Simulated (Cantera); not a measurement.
What does this Cantera script print?

```python
import numpy as np
import cantera as ct

gas_names = """
    B BH BH2 BH3 BN B2 H H2 N NH NH2 NH3 N2 N2H2 N2H4
""".split()
cond_names = """
    B(b) B(L) BN(s)
""".split()


def load(file, names, dense=False):
    # The tables refer to 1 bar. Condensed volumes are neglected.
    table = {s.name: s for s in ct.Species.list_from_file(file)}
    out = []
    for n in names:
        d = dict(table[n].input_data)
        d["thermo"] = dict(d["thermo"], **{"reference-pressure": 1e5})
        if dense:
            d["equation-of-state"] = {"model": "constant-volume", "density": "1e6 g/cm^3"}
        out.append(ct.Species.from_dict(d))
    return out


gas = ct.Solution(thermo="ideal-gas", species=load("nasa_gas.yaml", gas_names))
cond = {s.name: ct.Solution(thermo="fixed-stoichiometry", species=[s], name=s.name)
        for s in load("nasa_condensed.yaml", cond_names, dense=True)}
atoms = {
    'BN': {'B': 1, 'N': 1},
    'H2': {'H': 2},
}
top_T = {'BN(s)': 3200}  # K; cautious upper limits of use, not melting points


def equilibrate(T, P, feed):
    n = {}
    for name, mol in feed.items():
        for a, k in atoms[name].items():
            n[a] = n.get(a, 0.0) + k * mol
    gas.TPX = T, P, n
    mass = sum(n.values()) * gas.mean_molecular_weight
    gas.equilibrate("TP")
    valid = [c for c in cond.values() if c.min_temp <= T <= top_T.get(c.name, c.max_temp)]
    mix = ct.Mixture([(gas, mass / gas.mean_molecular_weight)] + [(c, 0.0) for c in valid])
    mix.T, mix.P = T, P
    mix.equilibrate("TP", solver="gibbs", rtol=1e-10, max_steps=50000)
    return mix


results = []
feed = {'BN': 1, 'H2': 180}  # mol
P = 41000  # Pa
for T in [823, 923, 1023, 1123, 1223, 1323, 1423, 1523, 1623, 1723, 1823, 1923, 2023, 2123]:
    mix = equilibrate(T, P, feed)
    results.append((T, P, feed, dict(zip(mix.species_names, mix.species_moles))))
    x = sorted(zip(gas.X, gas.species_names), reverse=True)
    print(f"T = {T:g} K  P = {P:g} Pa  gas = {mix.phase_moles(0):.4g} mol")
    print("   x: " + "  ".join(f"{s} {v:.3e}" for v, s in x if v > 1e-06))
    print("   condensed (mol): " + ("  ".join(f"{mix.phase(i).name} {mix.phase_moles(i):.4g}"
          for i in range(1, mix.n_phases) if mix.phase_moles(i) > 1e-12) or "none"))
```

It prints:

```
T = 823 K  P = 41000 Pa  gas = 180 mol
   x: H2 1.000e+00
   condensed (mol): BN(s) 1
T = 923 K  P = 41000 Pa  gas = 180 mol
   x: H2 1.000e+00
   condensed (mol): BN(s) 1
T = 1023 K  P = 41000 Pa  gas = 180 mol
   x: H2 1.000e+00
   condensed (mol): BN(s) 1
T = 1123 K  P = 41000 Pa  gas = 180 mol
   x: H2 1.000e+00
   condensed (mol): BN(s) 1
T = 1223 K  P = 41000 Pa  gas = 180 mol
   x: H2 1.000e+00
   condensed (mol): BN(s) 1
T = 1323 K  P = 41000 Pa  gas = 180 mol
   x: H2 1.000e+00  H 2.477e-06
   condensed (mol): BN(s) 1
T = 1423 K  P = 41000 Pa  gas = 180 mol
   x: H2 1.000e+00  H 1.037e-05
   condensed (mol): BN(s) 0.9999
T = 1523 K  P = 41000 Pa  gas = 180 mol
   x: H2 1.000e+00  H 3.609e-05  BH2 1.785e-06  N2 1.192e-06
   condensed (mol): BN(s) 0.9996
T = 1623 K  P = 41000 Pa  gas = 180 mol
   x: H2 9.999e-01  H 1.079e-04  BH2 7.762e-06  N2 4.681e-06  BH3 1.639e-06
   condensed (mol): BN(s) 0.9983
T = 1723 K  P = 41000 Pa  gas = 180 mol
   x: H2 9.997e-01  H 2.848e-04  BH2 2.813e-05  N2 1.593e-05  BH3 3.793e-06
   condensed (mol): BN(s) 0.9943
T = 1823 K  P = 41000 Pa  gas = 180.1 mol
   x: H2 9.992e-01  H 6.764e-04  BH2 8.780e-05  N2 4.784e-05  BH3 7.933e-06
   condensed (mol): BN(s) 0.9828
T = 1923 K  P = 41000 Pa  gas = 180.2 mol
   x: H2 9.981e-01  H 1.470e-03  BH2 2.421e-04  N2 1.287e-04  BH3 1.527e-05
   condensed (mol): BN(s) 0.9536
T = 2023 K  P = 41000 Pa  gas = 180.3 mol
   x: H2 9.961e-01  H 2.960e-03  BH2 5.312e-04  N2 4.031e-04  BH3 2.420e-05
   condensed (mol): B(b) 0.04505  BN(s) 0.8546
T = 2123 K  P = 41000 Pa  gas = 180.8 mol
   x: H2 9.919e-01  H 5.580e-03  N2 1.617e-03  BH2 9.019e-04  BH3 3.057e-05  B 2.232e-06  BH 2.130e-06
   condensed (mol): B(b) 0.4154  BN(s) 0.4152
```

Equilibrium computed with Cantera from the NASA thermochemical tables; the gas is ideal and each condensed phase is pure. Mutual solubility and eutectic melting of coexisting phases are not modelled. The tables' values for BH2 are old estimates; treat these amounts as uncertain. Gases not in the tables: B2H6 and higher boranes.
